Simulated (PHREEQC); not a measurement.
Consider water at 25 °C with 0.028 mol/kgw H3BO3, 0.23 mol/kgw NaF and 0.00048 mol/kgw NaCl. Closed to the air; pH follows from the charge balance.

All values are PHREEQC results (ion-association model, wateq4f.dat), not measurements.

No solid was allowed to form.

Q: Order these F species by the share of F that they hold, largest first: F-, NaF, BF2(OH)2-, BF(OH)3-.

A: F- (93 %), NaF (5.7 %), BF(OH)3- (0.97 %), BF2(OH)2- (0.76 %)

The pH is 7.61 and the ionic strength 0.217 mol/kgw. Real BF4- forms and hydrolyses slowly; the run takes it at equilibrium.
